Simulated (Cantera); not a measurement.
Input: 1 mol Si2Cl6, 10 mol NH3, 17 mol N2, equilibrated at 4.30 mbar.

Equilibrium computed with Cantera from the NASA thermochemical tables; the gas is ideal and each condensed phase is pure. Candidate condensed phases: NH4Cl, Si, Si3N4; 28 gas species. The feed counts by its element totals alone. Gases not in the tables: Si2H6 and higher silanes. Rates play no part.

Q: Which condensed phases are stable at each of these points (T (°C)): 752, 902, 1052, 1202, 1352, 1502, 1652?

A: 
```csv
T (°C),condensed phases,Si condensed (%)
752,Si3N4(s),99.2
902,Si3N4(s),99.3
1052,Si3N4(s),97.2
1202,Si3N4(s),80.6
1352,Si3N4(s),40.8
1502,Si(l),15.2
1652,Si(l),11.0
```

From 752 °C to 1352 °C the condensed part is Si3N4(s). From 1502 °C to 1652 °C the condensed part is Si(l).
